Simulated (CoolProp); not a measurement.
R141b along the isotherm 500 K: fugacity coefficient from the reference equation and from simpler models built on Tc = 477.5 K, pc = 4212 kPa, ω = 0.220; each cubic takes its own stable root.

The numbers come from the reference Helmholtz-energy equation of state, Lemmon 2006 in CoolProp. It is a short technical equation, of lower accuracy than the large ones.

```
p (kPa)          phase  reference
-------  -------------  ---------
66.6               gas     0.9956
126                gas     0.9917
239                gas     0.9842
454                gas     0.9701
860                gas     0.9434
1630               gas     0.8932
3090               gas     0.7982
5860     supercritical     0.6085
11100    supercritical     0.3980
21100    supercritical     0.2922
```

### Question
How far does each simpler model (van der Waals, Redlich-Kwong, Soave-Redlich-Kwong, Peng-Robinson) lie from the reference over these 10 states: mean and median of the absolute difference, and the worst?

### Answer
- van der Waals: mean 3.1 %, median 0.4 %, worst +20.4 % at 500 K and 21100 kPa
- Redlich-Kwong: mean 1.0 %, median 0.5 %, worst +4.3 % at 500 K and 21100 kPa
- Soave-Redlich-Kwong: mean 1.4 %, median 0.3 %, worst +7.7 % at 500 K and 21100 kPa
- Peng-Robinson: mean 1.5 %, median 1.4 %, worst -3.7 % at 500 K and 5860 kPa
